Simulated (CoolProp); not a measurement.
Vapour-liquid equilibrium of CH3F (R41) (1) + chloromethane (R40) (2) at 11.25 °C; x and y are mole fractions of (1).

Model: multi-fluid Helmholtz-energy mixture model, Lemmon 2006 and Thol 2014; pair parameters Bell 2016, in CoolProp.

```tsv
x	bubble pressure (MPa)	y at the bubble point	dew pressure at overall composition x (MPa)	liquid density (mol/L)
0.05	0.4923	0.249	0.3974	[?]
0.2	0.8360	0.597	0.4651	18.97
0.35	[?]	0.746	0.5598	19.19
0.5	[?]	[?]	0.7014	[?]
0.65	[?]	0.890	0.9342	19.37
0.8	2.201	0.937	1.375	19.25
0.95	2.592	[?]	2.303	18.91
```

### Question
Complete the blanks.

### Answer

- 0.05, liquid density (mol/L): 18.70
- 0.35, bubble pressure (MPa): 1.178
- 0.5, bubble pressure (MPa): 1.515
- 0.5, y at the bubble point: 0.831
- 0.5, liquid density (mol/L): 19.33
- 0.65, bubble pressure (MPa): 1.851
- 0.95, y at the bubble point: 0.984

No azeotrope shows between x = 0.05 and 0.95.

The pair parameters rest on a limited set of measurements; away from them the model extrapolates.
